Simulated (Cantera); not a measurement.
A jet of H2 : O2 : N2 = 0.029 : 0.057 : 0.79 (molar parts), equivalence ratio 0.25 at 300 K and 46.5 Torr hits a platinum plate 2.1 cm away at a mass flux of 0.044 kg/m²/s; the plate temperature is set and raised in steps from an oxygen-covered start.

Computed with Cantera and Deutschmann's 1995 Pt surface mechanism with GRI-Mech 3.0 gas chemistry. Catalytic surfaces can have several steady states; this one follows from the mechanism file's or the stated starting coverage.

One state of this run: wall x H2 = 0.00187; wall x O2 = 0.0323; wall x H2O = 0.0583; wall x OH = 1.48e-8; θ free Pt = 0.241; θ O* = 0.757; θ OH* = 0.00215. x: mole fraction at the wall; θ: surface coverage.

### Question
Which value of plate T (K) does it belong to?
A) 950
B) 700
C) 850
D) 750

### Answer
C, 850
